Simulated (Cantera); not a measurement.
Nitride etching: BN + HF

A closed system holds: 1 mol BN, a varied amount of HF, held at 550 °C and 1.00 bar.

Method: chemical equilibrium by Gibbs-energy minimisation in Cantera with the NASA 1993 tables (ideal gas, pure condensed phases). Candidate condensed phases: B, BN; 31 gas species. Kinetics and transport are ignored.

```
n(HF) (mol)   x HF    x H₂   x BF₃    x N₂     x NH₃
-----------  -----  ------  ------  ------  --------
3.7          0.189   0.405   0.270   0.135  0.000226
9.6          0.687   0.156   0.104  0.0521   3.36e-5
15           0.800  0.1000  0.0667  0.0333   1.38e-5
21           0.857  0.0714  0.0476  0.0238   7.02e-6
27           0.889  0.0556  0.0370  0.0185   4.25e-6
33           0.909  0.0455  0.0303  0.0152   2.84e-6
39           0.923  0.0385  0.0256  0.0128   2.04e-6
45           0.933  0.0333  0.0222  0.0111   1.53e-6
```
x: gas mole fraction; nothing condenses.

From 3.7 mol HF to 45 mol HF nothing is condensed. The main B-bearing gas is BF₃ throughout.
